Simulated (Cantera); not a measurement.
Input (Python, Cantera) and output of one run.

```python
import numpy as np
import cantera as ct

gas_names = [...]  # 109 gases of nasa_gas.yaml made of C, Cl, H, Si
cond_names = """
    C(gr) C6H6(L) C7H8(L) C8H18(L),n-octa Si(cr) Si(L) SiC(b)
""".split()


# ... load() reads the species with a 1 bar reference pressure and builds the phases ...
atoms = {
    'SiH2Cl2': {'Si': 1, 'H': 2, 'CL': 2},
    'C2H2': {'C': 2, 'H': 2},
    'H2': {'H': 2},
}
top_T = {'C(gr)': 4500, 'SiC(b)': 3050}  # K; cautious upper limits of use, not melting points


# ... equilibrate(T, P, feed) seeds the gas with the atoms and calls Mixture.equilibrate('TP', solver="vcs", rtol=1e-11, max_steps=5000) ...
results = []
feed = {'SiH2Cl2': 1, 'C2H2': 0.037, 'H2': 99}  # mol
P = 760  # Pa
for T in [1148, 1298, 1448, 1598, 1748, 1898, 2048, 2198, 2348]:
    mix = equilibrate(T, P, feed)
    results.append((T, P, feed, dict(zip(mix.species_names, mix.species_moles))))
    x = sorted(zip(gas.X, gas.species_names), reverse=True)
    print(f"T = {T:g} K  P = {P:g} Pa  gas = {mix.phase_moles(0):.4g} mol")
    print("   x: " + "  ".join(f"{s} {v:.3e}" for v, s in x if v > 0.0001))
    print("   condensed (mol): " + ("  ".join(f"{mix.phase(i).name} {mix.phase_moles(i):.4g}"
          for i in range(1, mix.n_phases) if mix.phase_moles(i) > 1e-12) or "none"))
```

Output:

```
T = 1148 K  P = 760 Pa  gas = 101 mol
   x: H2 9.813e-01  HCL 1.784e-02  SiCL2 7.118e-04
   condensed (mol): Si(cr) 0.8376  SiC(b) 0.07398
T = 1298 K  P = 760 Pa  gas = 101 mol
   x: H2 9.811e-01  HCL 1.797e-02  SiCL2 8.761e-04
   condensed (mol): Si(cr) 0.8352  SiC(b) 0.07398
T = 1448 K  P = 760 Pa  gas = 101 mol
   x: H2 9.811e-01  HCL 1.779e-02  SiCL2 9.928e-04  H 1.047e-04
   condensed (mol): Si(cr) 0.8248  SiC(b) 0.07399
T = 1598 K  P = 760 Pa  gas = 101.1 mol
   x: H2 9.807e-01  HCL 1.759e-02  SiCL2 1.087e-03  H 6.046e-04
   condensed (mol): Si(cr) 0.8133  SiC(b) 0.07398
T = 1748 K  P = 760 Pa  gas = 101.2 mol
   x: H2 9.785e-01  HCL 1.758e-02  H 2.592e-03  SiCL2 1.053e-03  Si 1.915e-04
   condensed (mol): Si(L) 0.7917  SiC(b) 0.07382
T = 1898 K  P = 760 Pa  gas = 101.7 mol
   x: H2 9.705e-01  HCL 1.768e-02  H 8.833e-03  Si 1.616e-03  SiCL2 8.732e-04  SiCL 1.261e-04  CL 1.214e-04  SiH 1.211e-04
   condensed (mol): Si(L) 0.6358  SiC(b) 0.07102
T = 2048 K  P = 760 Pa  gas = 103.2 mol
   x: H2 9.480e-01  H 2.501e-02  HCL 1.767e-02  Si 7.302e-03  SiCL2 5.482e-04  SiH 3.767e-04  CL 3.451e-04  SiCL 2.740e-04  Si2C 2.439e-04
   condensed (mol): SiC(b) 0.04657
T = 2198 K  P = 760 Pa  gas = 105.2 mol
   x: H2 9.110e-01  H 6.097e-02  HCL 1.774e-02  Si 8.313e-03  CL 8.642e-04  SiH 3.073e-04  Si2C 2.207e-04  C2H2,acetylene 1.787e-04  SiCL 1.679e-04  SiCL2 1.167e-04
   condensed (mol): none
T = 2348 K  P = 760 Pa  gas = 109.2 mol
   x: H2 8.425e-01  H 1.300e-01  HCL 1.636e-02  Si 8.590e-03  CL 1.810e-03  C2H2,acetylene 2.377e-04  SiH 2.321e-04
   condensed (mol): none
```

Cantera equilibrium calculation (NASA polynomials, part measured and part estimated; ideal gas, pure solids and liquids). Mutual solubility and eutectic melting of coexisting phases are not modelled. The tables' values for SiCl, SiCl3 are old estimates; treat these amounts as uncertain. Gases not in the tables: Si2H6 and higher silanes.
